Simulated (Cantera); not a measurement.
A perfectly stirred reactor is fed with 1.90 % CH4, 0.494 % C2H6, 1.23 % C3H8, 20.1 % O2, 75.8 % N2, 0.494 % H2, equivalence ratio 0.59, at 165 Torr; it is adiabatic with a 750 K inlet, and is followed from long to short residence time, starting on the burning branch (τ in s: 0.44, 0.17, 0.063, 0.024, 0.0092, 0.0035, 0.0013, 0.00051, 0.00019, 7.4e-05).

Model: GRI-Mech 3.0 (53 species, 325 reactions), integrated in Cantera. GRI-Mech 3.0 was tuned for natural gas; its chemistry of propane as a main component is partial and can be far from experiment.

**Question.** Predict: blow-out, bracketed by the residence times tried; x(CH4) at τ = 0.440 s; x(C2H6) at τ = 0.440 s; x(C3H8) at τ = 0.440 s; x(H2O2) at τ = 0.440 s; x(HCO) at τ = 0.440 s; x(CH4) at τ = 3.50 ms; x(C2H6) at τ = 3.50 ms; x(C3H8) at τ = 3.50 ms; x(H2O2) at τ = 3.50 ms; x(HCO) at τ = 3.50 ms.

**Answer.** 
- blow-out, bracketed by the residence times tried: burning at 0.190 ms, out at 74.0 µs
- x(CH4) at τ = 0.440 s: 8.23e-7
- x(C2H6) at τ = 0.440 s: 3.75e-8
- x(C3H8) at τ = 0.440 s: 9.36e-8
- x(H2O2) at τ = 0.440 s: 2.81e-8
- x(HCO) at τ = 0.440 s: 1.36e-8
- x(CH4) at τ = 3.50 ms: 2.73e-5
- x(C2H6) at τ = 3.50 ms: 1.76e-6
- x(C3H8) at τ = 3.50 ms: 3.84e-6
- x(H2O2) at τ = 3.50 ms: 1.10e-7
- x(HCO) at τ = 3.50 ms: 1.89e-6
